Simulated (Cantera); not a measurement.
## Dilute partial oxidation

A perfectly stirred reactor is fed with CH3OH : O2 : N2 = 0.012 : 0.0034 : 1 (molar parts), equivalence ratio 5.3, at 4.20 bar; it is held at 1098 K, and followed from long to short residence time.

Computed with Cantera and GRI-Mech 3.0 (53 species, 325 reactions). GRI-Mech 3.0 was tuned for natural gas; its chemistry of methanol as a main component is partial and can be far from experiment.

```tsv
τ (s)	x CH3OH	x O2	x CH2	x CO2	x H2O	x O	x H2
4.4	1.17e-5	4.67e-5	7.33e-12	0.00144	0.00506	6.84e-10	0.0180
1.0	0.000120	0.000151	1.02e-11	0.00169	0.00458	8.93e-10	0.0183
0.25	0.000435	0.000212	3.75e-11	0.00147	0.00467	1.27e-9	0.0174
0.058	0.00113	0.000287	2.01e-10	0.00101	0.00497	2.38e-9	0.0154
0.014	0.00261	0.000447	8.41e-10	0.000549	0.00504	4.17e-9	0.0119
0.0033	0.00642	0.00126	8.36e-10	0.000130	0.00360	4.46e-9	0.00506
0.00078	0.0118	0.00335	2.08e-11	7.27e-9	4.66e-8	1.85e-12	6.52e-8
```
x: mole fraction; the columns are a selection and need not sum to one.
